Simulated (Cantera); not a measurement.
## Low-pressure radical oxidation in H2/O2

A perfectly stirred reactor is fed with 1.55 % H2, 46.9 % O2, 51.6 % N2, at 20.0 Torr; it is held at 1125 K, and followed from long to short residence time.

Detailed kinetics in Cantera: the H2/O2 subset of GRI-Mech 3.0, which has no nitrogen chemistry. Radical loss at walls, strong at low pressure, is not modelled.

```json
[
 {"τ (s)": "21", "x H2": "1.43e-5", "x O2": "0.465", "x HO2": "3.12e-7", "x O": "0.000106", "x OH": "8.90e-5"},
 {"τ (s)": "3.4", "x H2": "4.22e-5", "x O2": "0.464", "x HO2": "6.77e-7", "x O": "0.000348", "x OH": "0.000165"},
 {"τ (s)": "0.55", "x H2": "0.000120", "x O2": "0.464", "x HO2": "1.29e-6", "x O": "0.00108", "x OH": "0.000308"},
 {"τ (s)": "0.088", "x H2": "0.000341", "x O2": "0.462", "x HO2": "2.16e-6", "x O": "0.00292", "x OH": "0.000577"},
 {"τ (s)": "0.014", "x H2": "0.00106", "x O2": "0.460", "x HO2": "3.06e-6", "x O": "0.00564", "x OH": "0.00103"},
 {"τ (s)": "0.0023", "x H2": "0.00373", "x O2": "0.461", "x HO2": "3.59e-6", "x O": "0.00589", "x OH": "0.00156"},
 {"τ (s)": "0.00038", "x H2": "0.0128", "x O2": "0.467", "x HO2": "2.88e-6", "x O": "0.00138", "x OH": "0.000724"}
]
```
x: mole fraction; the columns are a selection and need not sum to one.
